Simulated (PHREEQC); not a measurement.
Dissolve 1.9 mmol/kgw HF, 11 mmol/kgw NH4F and 5.8 mmol/kgw H2SiF6 at 30 °C. Closed to the air; pH follows from the charge balance.

All values are PHREEQC results (ion-association model, phreeqc.dat), not measurements.

```csv
quantity,before,after
pH,2.54,2.62
ionic strength (mol/kgw),0.0200,0.0206
F- (mol/kgw),0.00252,0.00310
HF2- (mol/kgw),0.000102,0.000131
NH3 (mol/kgw),2.66e-9,3.44e-9
```

Problem. What was changed between the two runs?
(A) NH4F from 0.011 to 0.0055 mol/kgw
(B) HF left out
(C) HF from 0.0019 to 0.0095 mol/kgw
(D) NH4F from 0.011 to 0.0011 mol/kgw
(E) NH4F from 0.011 to 0.0121 mol/kgw

Solution. E, NH4F from 0.011 to 0.0121 mol/kgw

No solid was allowed to form. SiF6-2 is the database's only silicon fluoride.
